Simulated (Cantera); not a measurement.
Mixture: CO : H2 : CH4 : O2 : N2 = 1 : 0.11 : 0.51 : 0.984 : 3.7 (molar parts), at 9.87 atm, adiabatic and at constant volume. Ignition delay is the time to a rise of 400 K.

Model: GRI-Mech 3.0 (53 species, 325 reactions), integrated in Cantera.

### Question
What does this change do: pressure from 9.87 atm to 0.355 atm?

### Answer
```json
[
 {"quantity": "delay at 1250 K", "before": "0.847 ms", "after": "10.7 ms"},
 {"quantity": "delay at 1350 K", "before": "0.349 ms", "after": "3.87 ms"},
 {"quantity": "delay at 1450 K", "before": "0.148 ms", "after": "1.66 ms"},
 {"quantity": "delay at 1550 K", "before": "65.6 µs", "after": "0.823 ms"},
 {"quantity": "delay at 1650 K", "before": "31.1 µs", "after": "0.452 ms"},
 {"quantity": "apparent activation energy between 1550 and 1650 K", "before": "160 kJ/mol", "after": "130 kJ/mol"}
]
```

### Question
What does this change do: constant pressure in place of constant volume?

### Answer
| quantity | before | after |
|---|---|---|
| delay at 1250 K | 0.847 ms | 0.968 ms |
| delay at 1350 K | 0.349 ms | 0.396 ms |
| delay at 1450 K | 0.148 ms | 0.166 ms |
| delay at 1550 K | 65.6 µs | 73.3 µs |
| delay at 1650 K | 31.1 µs | 34.5 µs |
| apparent activation energy between 1550 and 1650 K | 160 kJ/mol | 160 kJ/mol |
